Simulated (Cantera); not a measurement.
Feed: 1 mol Si(CH₃)₄, 0.036 mol C₂H₂, 71 mol H₂, equilibrated at 100000 Pa.

Equilibrium computed with Cantera from the NASA thermochemical tables; the gas is ideal and each condensed phase is pure. Candidate condensed phases: C, C₆H₆, C₇H₈, C₈H₁₈, Si, SiC; 87 gas species. Gases not in the tables: Si₂H₆ and higher silanes. Kinetics and transport are ignored. All values below are at 1927 °C.

Base state: H₂ 0.991, H 0.00561, C₂H₂ (acetylene) 0.00254, CH₄ 0.000258, Si 3.96e-5, SiH₂ 3.17e-5, CH₃ 2.80e-5, SiH 1.74e-5 (mole fractions); condensed: C(graphite) + SiC(s).

Problem. What changes in the equilibrium state with this change: Si(CH₃)₄ replaced by CH₃SiCl₃?

Solution. 
```json
[
 {"species": "H₂", "before": "0.991", "after": "0.954"},
 {"species": "HCl", "before": "0", "after": "0.0390"},
 {"species": "H", "before": "0.00561", "after": "0.00550"},
 {"species": "C₂H₂ (acetylene)", "before": "0.00254", "after": "0.000793"},
 {"species": "SiCl₂", "before": "0", "after": "0.000581"},
 {"species": "Cl", "before": "0", "after": "0.000164"},
 {"species": "SiCl", "before": "0", "after": "3.43e-5"},
 {"species": "C(graphite), mol", "before": "2.66", "after": "0"},
 {"species": "SiC(s), mol", "before": "0.992", "after": "0.942"}
]
```
The feed counts by its element totals alone. The tables' values for SiCl are old estimates; treat these amounts as uncertain.
